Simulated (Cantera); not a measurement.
Input (Python, Cantera) and output of one run.

```python
import numpy as np
import cantera as ct

gas_names = [...]  # 109 gases of nasa_gas.yaml made of C, Cl, H, Si
cond_names = """
    C(gr) C6H6(L) C7H8(L) C8H18(L),n-octa Si(cr) Si(L) SiC(b)
""".split()


# ... load() reads the species with a 1 bar reference pressure and builds the phases ...
atoms = {
    'SiH2Cl2': {'Si': 1, 'H': 2, 'CL': 2},
    'C2H2': {'C': 2, 'H': 2},
    'H2': {'H': 2},
    'HCl': {'H': 1, 'CL': 1},
}
top_T = {'C(gr)': 4500, 'SiC(b)': 3050}  # K; cautious upper limits of use, not melting points


# ... equilibrate(T, P, feed) seeds the gas with the atoms and calls Mixture.equilibrate('TP', solver="vcs", rtol=1e-11, max_steps=5000) ...
results = []
feed = {'SiH2Cl2': 1, 'C2H2': 0.024, 'H2': 18, 'HCl': 0.59}  # mol
T = 2450  # K
P = 10000  # Pa
mix = equilibrate(T, P, feed)
results.append((T, P, feed, dict(zip(mix.species_names, mix.species_moles))))
x = sorted(zip(gas.X, gas.species_names), reverse=True)
print(f"T = {T:g} K  P = {P:g} Pa  gas = {mix.phase_moles(0):.4g} mol")
print("   x: " + "  ".join(f"{s} {v:.3e}" for v, s in x if v > 0.001))
print("   condensed (mol): " + ("  ".join(f"{mix.phase(i).name} {mix.phase_moles(i):.4g}"
      for i in range(1, mix.n_phases) if mix.phase_moles(i) > 1e-12) or "none"))
```

Output:

```
T = 2450 K  P = 10000 Pa  gas = 21.93 mol
   x: H2 8.069e-01  HCL 8.801e-02  H 5.707e-02  Si 2.404e-02  SiCL2 1.094e-02  CL 4.419e-03  SiCL 3.753e-03  SiH 1.950e-03  Si2C 1.604e-03
   condensed (mol): none
```

These are equilibrium values from Cantera (NASA tables, ideal gas, pure condensed phases), not measurements of a reactor. The tables' values for SiCl, SiCl3 are old estimates; treat these amounts as uncertain. Gases not in the tables: Si2H6 and higher silanes.
